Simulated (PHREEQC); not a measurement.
Dissolve 0.065 mol/kgw AlCl3 at 50 °C. Closed to the air; pH follows from the charge balance.

All values are PHREEQC results (ion-association model, phreeqc.dat), not measurements.

```json
[
 {"quantity": "pH", "before": "3.02", "after": "3.15"},
 {"quantity": "AlOH+2 (mol/kgw)", "before": "0.00119", "after": "0.000848"},
 {"quantity": "Al(OH)2+ (mol/kgw)", "before": "2.18e-5", "after": "2.47e-5"},
 {"quantity": "Al(OH)3 (mol/kgw)", "before": "1.01e-8", "after": "1.70e-8"},
 {"quantity": "SI of Gibbsite (Al(OH)3)", "before": "+0.01", "after": "+0.21"}
]
```

### Question
What was changed between the two runs?
A. AlCl3 from 0.065 to 0.13 mol/kgw
B. 0.038 mol/kgw LiBr added
C. diluted 100-fold with water
D. diluted 2-fold with water

### Answer
D, diluted 2-fold with water

No solid was allowed to form. Some of these states are supersaturated (in Gibbsite (slow to form), for instance). At this temperature some constants are extrapolated from 25 °C, and those without enthalpy data are left unchanged.
